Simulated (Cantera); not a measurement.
Cantera with NASA thermochemical tables; ideal gases at 1 bar, condensed phases pure. Values are per mole of reaction as written; species without (g) are pure solids or liquids, kept so even where they would boil at 1 bar.

**Question.** Between 300 and 2573 K, where is each reaction favourable under standard conditions?
- 3 H₂S(g) + 2 N(g) + 6 Na(g) ⇌ 2 NH₃(g) + 3 Na₂S

**Answer.** 
- 3 H₂S(g) + 2 N(g) + 6 Na(g) ⇌ 2 NH₃(g) + 3 Na₂S: ΔG° is -2366 kJ at 300 K and -47 kJ at 2573 K; it stays negative (K > 1). ΔH° is -2407 kJ and ΔS° -917 J/K at 2573 K.
